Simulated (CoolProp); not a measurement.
Properties of isopentane along the isotherm 500 K.

Computed with CoolProp (reference Helmholtz-energy equation of state, Lemmon 2006). It is a short technical equation, of lower accuracy than the large ones.

```csv
p (bar),phase,speed of sound (m/s),isothermal compressibility (1/MPa),conductivity (mW/(m K))
1.06,gas,243.9,9.513,42.3
2.11,gas,242.0,4.819,42.3
3.17,gas,240.2,3.236,42.3
4.22,gas,238.3,2.453,42.2
5.28,gas,236.4,1.979,42.2
6.33,gas,234.5,1.666,42.2
7.39,gas,232.6,1.441,42.2
8.45,gas,230.6,1.273,42.2
9.5,gas,228.6,1.144,42.2
10.6,gas,226.5,1.037,42.2
11.6,gas,224.6,0.9578,42.3
12.7,gas,222.4,0.8853,42.3
13.7,gas,220.4,0.8300,42.3
14.8,gas,218.2,0.7782,42.4
15.8,gas,216.2,0.7377,42.5
16.9,gas,213.9,0.6992,42.5
```

Thermal conductivity comes from a separate model (Vassiliou 2015).
